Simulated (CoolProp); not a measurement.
Vapour-liquid equilibrium of R227EA (1) + isobutane (2) at 0.426 MPa; x and y are mole fractions of (1).

Model: multi-fluid Helmholtz-energy mixture model, Lemmon 2016 and Bücker 2006; pair parameters Bell 2016, in CoolProp.

```json
[
 {"x": "0.05", "bubble temperature (K)": "299.6", "y at the bubble point": "0.167", "dew temperature at overall composition x (K)": "303.4", "liquid density (mol/L)": "9.317"},
 {"x": "0.15", "bubble temperature (K)": "293.6", "y at the bubble point": "0.345", "dew temperature at overall composition x (K)": "300.1", "liquid density (mol/L)": "9.215"},
 {"x": "0.25", "bubble temperature (K)": "290.9", "y at the bubble point": "0.433", "dew temperature at overall composition x (K)": "296.8", "liquid density (mol/L)": "9.068"},
 {"x": "0.35", "bubble temperature (K)": "289.6", "y at the bubble point": "0.485", "dew temperature at overall composition x (K)": "293.4", "liquid density (mol/L)": "8.916"},
 {"x": "0.45", "bubble temperature (K)": "288.9", "y at the bubble point": "0.525", "dew temperature at overall composition x (K)": "290.4", "liquid density (mol/L)": "8.777"},
 {"x": "0.55", "bubble temperature (K)": "288.7", "y at the bubble point": "0.563", "dew temperature at overall composition x (K)": "288.7", "liquid density (mol/L)": "8.656"},
 {"x": "0.65", "bubble temperature (K)": "288.8", "y at the bubble point": "0.607", "dew temperature at overall composition x (K)": "289.2", "liquid density (mol/L)": "8.554"},
 {"x": "0.75", "bubble temperature (K)": "289.4", "y at the bubble point": "0.667", "dew temperature at overall composition x (K)": "290.8", "liquid density (mol/L)": "8.465"},
 {"x": "0.85", "bubble temperature (K)": "290.9", "y at the bubble point": "0.756", "dew temperature at overall composition x (K)": "292.8", "liquid density (mol/L)": "8.377"},
 {"x": "0.95", "bubble temperature (K)": "293.8", "y at the bubble point": "0.897", "dew temperature at overall composition x (K)": "294.9", "liquid density (mol/L)": "8.276"}
]
```

y crosses x between x = 0.55 and 0.65: the model has an azeotrope there.

The pair parameters rest on a limited set of measurements; away from them the model extrapolates.
